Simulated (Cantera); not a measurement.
A closed system holds: 1 mol Hg, 0.043 mol O₂, 54 mol H₂, held at 177 °C and 975 Torr.

Method: chemical equilibrium by Gibbs-energy minimisation in Cantera with the NASA 1993 tables (ideal gas, pure condensed phases). Candidate condensed phases: H₂O, Hg, HgO; 10 gas species. The numbers say what is thermodynamically allowed, not how fast it happens.

Base state: H₂ 0.990, Hg 0.00799, H₂O 0.00158 (mole fractions); condensed: Hg(l).

### Question
What changes in the equilibrium state with this change: Hg replaced by Pb?

### Answer
```
species      before    after
----------  -------  -------
H₂            0.990    0.998
H₂O         0.00158  0.00159
Hg          0.00799        0
Hg(l), mol    0.565        0
Pb(s), mol        0     1.00
```
Further candidate phases: Pb, PbO, PbO₂, Pb₃O₄.
